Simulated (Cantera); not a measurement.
What does this Cantera script print?

```python
import numpy as np
import cantera as ct

gas = ct.Solution("gri30.yaml")
gas.TPX = 1575, 100000, {'CH4': 1, 'O2': 1.67, 'N2': 6.27}
reactor = ct.IdealGasReactor(gas, energy="on", clone=False)
net = ct.ReactorNet([reactor])
net.rtol, net.atol = 1e-08, 1e-16
show = ['CH4', 'O2', 'HCN', 'NO', 'O', 'CH2O']
times = np.geomspace(1e-06, 7, 10)

steps = ct.SolutionArray(gas, extra=["t"])
rows = []
print(f"{'t/s':>10s}{'T/K':>9s}{'P/Pa':>11s}" + "".join(f"{s:>11s}" for s in show))
for t in times:
    while net.time < t:
        t_next = net.step()
        steps.append(gas.state, t=t_next)
    rows.append([np.interp(t, steps.t, y) for y in (steps.T, steps.P, *steps(*show).X.T)])
    print(f"{t:10.3e}{rows[-1][0]:9.1f}{rows[-1][1]:11.4g}" + "".join(f"{x:11.3e}" for x in rows[-1][2:]))
rate = np.gradient(steps.T, steps.t)
print("integrator steps:", len(steps.t))
if steps.T.max() > steps.T[0] + 200:
    print(f"time of steepest temperature rise: {steps.t[rate.argmax()]:.4e} s")
gas.TPX = 1575, 100000, {'CH4': 1, 'O2': 1.67, 'N2': 6.27}
gas.equilibrate("UV")
print(f"equilibrium (UV): T = {gas.T:.1f} K  " + "  ".join(f"{s} {gas[s].X[0]:.3e}" for s in show))
```

Result:

```
       t/s      T/K       P/Pa        CH4         O2        HCN         NO          O       CH2O
 1.000e-06   1575.0      1e+05  1.119e-01  1.868e-01  3.530e-19  1.908e-16  1.162e-08  1.676e-09
 5.762e-06   1575.0      1e+05  1.119e-01  1.868e-01  1.523e-17  2.885e-15  1.649e-08  7.499e-08
 3.320e-05   1574.9  9.999e+04  1.118e-01  1.868e-01  6.584e-16  3.418e-14  4.289e-08  3.425e-06
 1.913e-04   1576.0  1.001e+05  1.112e-01  1.864e-01  7.585e-14  1.333e-12  4.124e-07  2.299e-04
 1.102e-03   2955.0  2.032e+05  6.666e-14  1.062e-02  1.076e-08  8.058e-03  7.042e-03  2.157e-09
 6.351e-03   2953.0  2.031e+05  6.801e-14  1.037e-02  1.190e-08  9.074e-03  6.908e-03  2.169e-09
 3.659e-02   2953.0  2.031e+05  6.801e-14  1.037e-02  1.190e-08  9.074e-03  6.908e-03  2.169e-09
 2.108e-01   2953.0  2.031e+05  6.801e-14  1.037e-02  1.190e-08  9.074e-03  6.908e-03  2.169e-09
 1.215e+00   2953.0  2.031e+05  6.801e-14  1.037e-02  1.190e-08  9.074e-03  6.908e-03  2.169e-09
 7.000e+00   2953.0  2.031e+05  6.801e-14  1.037e-02  1.190e-08  9.074e-03  6.908e-03  2.169e-09
integrator steps: 1817
time of steepest temperature rise: 5.8303e-04 s
equilibrium (UV): T = 2953.0 K  CH4 8.606e-14  O2 1.037e-02  HCN 1.190e-08  NO 9.074e-03  O 6.908e-03  CH2O 2.169e-09
```

Computed with Cantera and GRI-Mech 3.0 (53 species, 325 reactions).
